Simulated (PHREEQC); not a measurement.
Solution (20 °C): 0.0015 mol/kgw NH4Cl, 0.0086 mol/kgw K2HPO4 and 5.4e-05 mol/kgw NaCl. Closed to the air; pH follows from the charge balance.

All values are PHREEQC results (ion-association model, wateq4f.dat), not measurements.

This is a speciation only: nothing precipitates in the calculation.

Problem. Estimate the pH, ionic strength.

Solution. pH 8.64; ionic strength 0.0267 mol/kgw.

Problem. In which forms is N present?

Solution. NH4+ 87 %, NH3 13 % of the N.

H3PO4, which wateq4f.dat lacks, is added to it with the constant of phreeqc.dat.
